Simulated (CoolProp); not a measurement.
Saturated liquid density (kg/m³) of R143a: the reference equation beside estimates from Tc = 345.9 K, pc = 37.62 bar, ω = 0.261.

Computed with CoolProp (reference Helmholtz-energy equation of state, Lemmon and Jacobsen 2000).

```tsv
T (K)	reference	van der Waals	Peng-Robinson
179	1288	713.6	1219
192.1	1255	697.6	1194
205.2	1221	___	1166
218.3	1187	662.9	1136
231.4	1151	644.0	1103
244.6	1114	623.5	1066
257.7	1074	601.7	1024
270.8	___	578.0	977.7
283.9	986.3	551.9	924.6
297	935.1	522.7	862.9
310.1	___	489.2	789.7
323.2	802.7	448.5	698.9
```

### Question
Fill in the missing entries.

### Answer

- 205.2, van der Waals: 680.8
- 270.8, reference: 1032
- 310.1, reference: 875.7

Absolute difference from the reference over all 12 rows, mean and median: van der Waals 44.2 and 44.1 %, Peng-Robinson 6.2 and 5.1 %.
